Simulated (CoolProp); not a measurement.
Vapour-liquid equilibrium of propylene (1) + 1-butene (2) at 286.9 K; x and y are mole fractions of (1).

Values from CoolProp's multi-fluid Helmholtz-energy mixture model, Lemmon 2013 and Lemmon 2005; pair parameters Bell 2016.

```tsv
x	bubble pressure (MPa)	y at the bubble point	dew pressure at overall composition x (MPa)	liquid density (mol/L)
0.05	0.2383	0.161	0.2167	10.82
0.2	0.3299	0.474	0.2468	11.08
0.35	0.4236	0.656	0.2865	11.34
0.5	0.5196	0.777	0.3409	11.61
0.65	0.6183	0.864	0.4197	11.88
0.8	0.7202	0.930	0.5430	12.14
0.95	0.8262	0.984	0.7561	12.39
```

No azeotrope shows between x = 0.05 and 0.95.

The pair parameters rest on a limited set of measurements; away from them the model extrapolates.
